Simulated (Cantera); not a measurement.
A closed system holds: 1 mol Fe, 2.3 mol H2O, a varied amount of H2, held at 100 Torr.

These are equilibrium values from Cantera (NASA tables, ideal gas, pure condensed phases), not measurements of a reactor. Candidate condensed phases: Fe, FeO, Fe(OH)2, Fe(OH)3, Fe2O3, Fe3O4, H2O; 12 gas species. Mutual solubility and eutectic melting of coexisting phases are not modelled. The tables' stoichiometric FeO is somewhat more stable than real wüstite, so its field is too wide. FeO: taken at fixed stoichiometry. Kinetics and transport are ignored.

Stable condensed phases, one row left out:

```
T in °C \ n(H2) in mol
         0.26 0.33 0.42 0.52 0.66 0.83    1  1.3  1.7  2.1  2.6  3.3
   1325     A    A    A    A    A    A    A    A    A    B    B    B
   1275     A    A    A    A    A    A    A    A    A    B    B    B
   1225     A    A    A    A    A    A    A    A    A    A    B    B
   1175     A    A    A    A    A    A    A    A    A    A    B    B
   1125     A    A    A    A    A    A    A    A    A    A    B    B
   1075     A    A    A    A    A    A    A    A    A    A    A    B
   1025     A    A    A    A    A    A    A    A    A    A    A    B
    925     A    A    A    A    A    A    A    A    A    A    A    A
    875     A    A    A    A    A    A    A    A    A    A    A    A
    825     A    A    A    A    A    A    A    A    A    A    A    A
```

A: FeO; B: Fe + FeO.

Question: Give the row for 975 °C.

Answer: 0.26: FeO; 0.33: FeO; 0.42: FeO; 0.52: FeO; 0.66: FeO; 0.83: FeO; 1: FeO; 1.3: FeO; 1.7: FeO; 2.1: FeO; 2.6: FeO; 3.3: FeO.
